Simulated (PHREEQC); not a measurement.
2.9 g of hydrous ferric oxide (600 m²/g; 0.2 weak and 0.005 strong sites per Fe, Dzombak-Morel constants, diffuse double layer) in 1 kg of water with 0.1 mol/kgw of an inert sodium salt and 0.00042 mol/kgw CuCl2 and 0.00027 mol/kgw NiCl2, at 25 °C; the pH is set by adding NaOH or the inert anion's acid. Oxygen alone is held at its pressure in air (log pO2 = -0.68). The system is closed to CO2. Precipitation was switched off in this run.

The series has 17 steps of pH, from 4 to 10.

All values are PHREEQC results (ion-association model, wateq4f.dat), not measurements.

**Question.** Near which pH is half of the Cu sorbed, and on which side is more sorbed?

**Answer.** Near pH 4.5, with more sorbed at higher pH.

**Question.** Near which pH is half of the Ni sorbed, and on which side is more sorbed?

**Answer.** Near pH 6.4, with more sorbed at higher pH.

Species that the database lacks are ignored. The database's constant for dissolved Cu(OH)2 is higher than later reviews accept.
